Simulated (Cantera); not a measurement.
An isothermal, constant-pressure homogeneous reactor starts with C3H8 : H2 = 1 : 63 (molar parts), at 1875 K and 9.00 Torr. Integrator tolerance rtol = 1e-08.

Detailed kinetics in Cantera: GRI-Mech 3.0 (53 species, 325 reactions). GRI-Mech 3.0 was tuned for natural gas; its chemistry of propane as a main component is partial and can be far from experiment. GRI-Mech 3.0 stops at C3 and has no aromatics, soot or wall deposition, so with more carbon than oxygen in the feed, carbon stays in small species such as C2H2 where larger ones or solid carbon would form. Radical loss at walls, strong at low pressure, is not modelled.

Question: What does this change do: temperature 1875 to 1048 K?

Answer: 
```
quantity                                            before                                     after
-----------------  ---------------------------------------  ----------------------------------------
x(C3H8) at 10.0 s    <1e-12 (gas-phase equilibrium <1e-12)  6.56e-7 (gas-phase equilibrium 2.73e-11)
x(H2) at 10.0 s        0.972 (gas-phase equilibrium 0.972)       0.969 (gas-phase equilibrium 0.953)
x(CH3) at 10.0 s   1.06e-5 (gas-phase equilibrium 7.10e-6)   3.65e-7 (gas-phase equilibrium 6.05e-8)
x(C2H) at 10.0 s   1.61e-6 (gas-phase equilibrium 1.62e-6)     <1e-12 (gas-phase equilibrium <1e-12)
x(H) at 10.0 s     0.00594 (gas-phase equilibrium 0.00594)   1.23e-6 (gas-phase equilibrium 6.93e-8)
x(C2H2) at 10.0 s    0.0223 (gas-phase equilibrium 0.0223)  0.000540 (gas-phase equilibrium 2.08e-5)
x(CH4) at 10.0 s   8.65e-5 (gas-phase equilibrium 5.80e-5)     0.0160 (gas-phase equilibrium 0.0467)
```
